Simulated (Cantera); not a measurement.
A closed system holds: 1 mol SiH2Cl2, 0.031 mol HCl, 160 mol N2, equilibrated at 1402 °C and 0.380 bar.

Method: chemical equilibrium by Gibbs-energy minimisation in Cantera with the NASA 1993 tables (ideal gas, pure condensed phases). Candidate condensed phases: NH4Cl, Si, Si3N4; 28 gas species. The tables' values for SiCl3 are old estimates; treat these amounts as uncertain. Rates play no part.

Base state: N2 0.988, HCl 0.00796, H2 0.00230, SiCl2 0.00195, SiCl3 0.000182, SiCl4 3.53e-5, Cl 2.44e-5 (mole fractions); condensed: Si3N4(s).

Problem. What changes in the equilibrium state with this change: temperature from 1402 °C to 1175 °C?

Solution. 
```json
[
 {"species": "N2", "before": "0.988", "after": "0.988"},
 {"species": "HCl", "before": "0.00796", "after": "0.00996"},
 {"species": "H2", "before": "0.00230", "after": "0.00131"},
 {"species": "SiCl2", "before": "0.00195", "after": "0.000289"},
 {"species": "SiCl4", "before": "3.53e-5", "after": "0.000379"},
 {"species": "Cl", "before": "2.44e-5", "after": "3.35e-6"},
 {"species": "SiCl3", "before": "0.000182", "after": "0.000173"},
 {"species": "Si3N4(s), mol", "before": "0.217", "after": "0.288"}
]
```
N2 is the only nitrogen source here; it is nearly inert below about 1500 K, so the nitride shown seldom forms there in practice.
